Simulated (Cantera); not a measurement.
What does this Cantera script print?

```python
import numpy as np
import cantera as ct

gas = ct.Solution("h2o2.yaml")
gas.TPX = 300, 101325, {'H2': 1, 'O2': 0.943, 'N2': 3.55}
flame = ct.FreeFlame(gas, width=0.04)
flame.set_refine_criteria(ratio=3, slope=0.08, curve=0.16)
flame.transport_model = "mixture-averaged"
flame.solve(loglevel=0, auto=True)
z, T = flame.grid, flame.T
thick = (T[-1] - T[0]) / np.gradient(T, z).max()
show = ['H2', 'O2', 'H', 'HO2', 'OH', 'H2O2']
print(f"laminar burning velocity  {flame.velocity[0] * 100:.3f} cm/s")
print(f"burnt temperature         {T[-1]:.1f} K")
print(f"thermal thickness         {thick * 1e3:.4f} mm")
print(f"grid points               {len(z)}")
z0 = z[flame.heat_release_rate.argmax()]
print(f"{'z/mm':>9s}{'T/K':>9s}{'u/(m/s)':>9s}" + "".join(f"{s:>11s}" for s in show))
rows = []
for k in (-3, -2, -1.5, -1, -0.5, -0.25, 0, 0.25, 0.5, 1, 2, 4, 8):
    zz = z0 + k * thick
    rows.append([k * thick, np.interp(zz, z, T), np.interp(zz, z, flame.velocity),
                 *(np.interp(zz, z, flame.X[gas.species_index(s)]) for s in show)])
    print(f"{rows[-1][0] * 1e3:9.3f}{rows[-1][1]:9.1f}{rows[-1][2]:9.3f}" + "".join(f"{x:11.3e}" for x in rows[-1][3:]))
```

Output:

```
laminar burning velocity  49.481 cm/s
burnt temperature         1661.6 K
thermal thickness         0.4335 mm
grid points               112
     z/mm      T/K  u/(m/s)         H2         O2          H        HO2         OH       H2O2
   -1.301    300.1    0.494  1.806e-01  1.720e-01  1.265e-15  5.158e-09  1.478e-13  5.856e-09
   -0.867    300.7    0.493  1.770e-01  1.727e-01  1.927e-14  5.942e-08  3.230e-12  6.793e-08
   -0.650    303.0    0.493  1.705e-01  1.740e-01  3.557e-13  4.191e-07  6.925e-11  4.783e-07
   -0.434    321.9    0.514  1.514e-01  1.774e-01  4.749e-11  6.481e-06  6.163e-09  6.713e-06
   -0.217    518.0    0.794  1.014e-01  1.756e-01  7.543e-06  2.317e-04  1.814e-05  7.969e-05
   -0.108    822.3    1.242  6.707e-02  1.586e-01  5.272e-04  2.490e-04  3.264e-04  6.036e-05
    0.000   1134.3    1.705  3.568e-02  1.320e-01  2.518e-03  1.272e-04  1.209e-03  1.554e-05
    0.108   1342.5    2.017  1.534e-02  1.095e-01  3.704e-03  7.714e-05  2.904e-03  5.143e-06
    0.217   1459.3    2.192  6.895e-03  9.888e-02  3.116e-03  5.403e-05  4.042e-03  2.909e-06
    0.434   1565.1    2.347  2.634e-03  9.373e-02  1.414e-03  3.226e-05  4.193e-03  1.413e-06
    0.867   1627.0    2.435  9.651e-04  9.282e-02  3.250e-04  1.457e-05  2.968e-03  6.503e-07
    1.734   1651.2    2.469  2.612e-04  9.294e-02  4.492e-05  4.655e-06  1.626e-03  2.761e-07
    3.468   1658.4    2.479  6.510e-05  9.313e-02  5.781e-06  1.390e-06  8.445e-04  1.114e-07
```

Detailed kinetics in Cantera: the H2/O2 subset of GRI-Mech 3.0, which has no nitrogen chemistry. Burning velocities carry a grid error of a few per cent, more on coarse grids. Lean hydrogen flames are cellular in practice and burn faster than this planar one.
